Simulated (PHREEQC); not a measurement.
Solution A (0.0021 mol/kgw HF and 0.23 mol/kgw KF) is mixed with solution B (0.15 mol/kgw HCl, 0.083 mol/kgw BaCl2 and 0.001 mol/kgw LiCl) at 55 °C; shares are by mass of water, 1 kg in all. Oxygen is held at 0.21 atm. No CO2 enters from the air. The run lets BaF2 precipitate or redissolve, and no other solid.

The series has 11 steps of share of solution B, from 0 to 1.

Computed with PHREEQC (ion-association model, wateq4f.dat).

**Question.** Which solids form, in which order, and at which step of the series does each first stand?

**Answer.** BaF2 from share of solution B = 0.1 (pH 4.50), last present at share of solution B = 0.5.

wateq4f.dat counts part of the HF as a dimer, H2F2, which phreeqc.dat doesn't know; its constant is uncertain. At this temperature some constants are extrapolated from 25 °C, and those without enthalpy data are left unchanged.
